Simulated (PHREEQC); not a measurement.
1 kg of water holding 0.17 mol/kgw Na2CO3 and 0.029 mol/kgw KOH meets 20 L of dry gas (CO2 0.69, CH4 0.31 by moles) at fixed total pressure, at 25 °C; fugacities by Peng-Robinson. The gases take part in no redox reaction, some water evaporates into the gas, and hydrates or a liquid gas phase aren't modelled. No solid was allowed to form.

Equilibrium calculation in PHREEQC: ion-association model, phreeqc.dat.

| P (atm) | dissolved CO2 (all carbonate carbon) (mol/kgw) | φ of CO2 | p of CO2 (atm) | dissolved CH4 (mol/kgw) | φ of CH4 | p of CH4 (atm) |
|---|---|---|---|---|---|---|
| 1 | 0.385 | 0.995 | 0.563 | 0.000590 | 0.998 | 0.405 |
| 2 | 0.408 | 0.989 | 1.26 | 0.00103 | 0.996 | 0.711 |
| 3 | [?] | 0.984 | 1.94 | 0.00148 | 0.994 | 1.03 |
| 5 | [?] | 0.973 | 3.31 | 0.00238 | 0.990 | 1.66 |
| 7.5 | 0.521 | 0.959 | 5.02 | 0.00349 | 0.985 | 2.45 |
| 10 | 0.569 | 0.946 | 6.73 | 0.00458 | 0.981 | 3.24 |
| 15 | [?] | 0.920 | 10.2 | 0.00670 | 0.972 | 4.81 |
| 20 | [?] | 0.894 | 13.6 | 0.00875 | 0.963 | 6.39 |
| 30 | [?] | 0.842 | 20.4 | 0.0127 | 0.947 | 9.52 |
| 40 | 1.03 | 0.793 | 27.3 | 0.0164 | 0.933 | 12.6 |

Question: Some entries are withheld; supply them.

Answer: 
- 3, dissolved CO2 (all carbonate carbon) (mol/kgw): 0.429
- 5, dissolved CO2 (all carbonate carbon) (mol/kgw): 0.471
- 15, dissolved CO2 (all carbonate carbon) (mol/kgw): 0.661
- 20, dissolved CO2 (all carbonate carbon) (mol/kgw): 0.747
- 30, dissolved CO2 (all carbonate carbon) (mol/kgw): 0.901
